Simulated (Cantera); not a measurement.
**Si + Cl₂ + H₂ (silicon etching in halogen gases)**

Feed: 1 mol Si, 3 mol Cl₂, a varied amount of H₂, held at 902 °C and 11.0 mbar.

Method: chemical equilibrium by Gibbs-energy minimisation in Cantera with the NASA 1993 tables (ideal gas, pure condensed phases). Candidate condensed phases: Si; 19 gas species. The tables' values for SiCl₃ are old estimates; treat these amounts as uncertain. The numbers say what is thermodynamically allowed, not how fast it happens.

```csv
n(H₂) (mol),log p H₂,log p HCl,log p SiCl₄,log p SiCl₂,n Si(s)
3.7,-2.30,-2.39,-2.76,-4.40,0
5,-2.22,-2.47,-2.87,-4.26,0
6.7,-2.16,-2.55,-2.99,-4.16,0
9,-2.11,-2.64,-3.12,-4.07,0
12,-2.08,-2.73,-3.26,-4.01,0
16,-2.05,-2.81,-3.42,-3.97,0
22,-2.03,-2.91,-3.61,-3.95,0
30,-2.01,-3.01,-3.82,-3.95,0
40,-2.00,-3.10,-4.04,-3.97,0
54,-1.99,-3.19,-4.29,-4.03,0.0347
```
log p: log10 of the partial pressure in bar; n: condensed amount in mol.

From 3.7 mol H₂ to 40 mol H₂ nothing is condensed. At 54 mol H₂ the condensed part is Si(s). The main Si-bearing gas is SiCl₄ at 3.7 mol H₂ and SiCl₂ at 54 mol H₂.
